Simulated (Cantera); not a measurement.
Feed: 1 mol SiH₄, 0.32 mol CH₄, 1800 mol H₂, equilibrated at 1302 °C and 160 Pa.

Method: chemical equilibrium by Gibbs-energy minimisation in Cantera with the NASA 1993 tables (ideal gas, pure condensed phases). Candidate condensed phases: C, C₆H₆, C₇H₈, C₈H₁₈, Si, SiC; 87 gas species. Mutual solubility and eutectic melting of coexisting phases are not modelled. Rates play no part.

**Question.** What is the equilibrium state?

**Answer.** 
```
Quantity                                    Value
--------------------------------------  ---------
x(H₂)                                       0.999
x(H)                                      0.00104
x(Si)                                     3.59e-5
x(SiH₂)                                   3.75e-6
x(SiH)                                    3.43e-6
n(Si(s))                                0.602 mol
n(SiC(s))                               0.320 mol
gas amount                               1804 mol
log10 activity of C(graphite) (absent)      -2.02
```
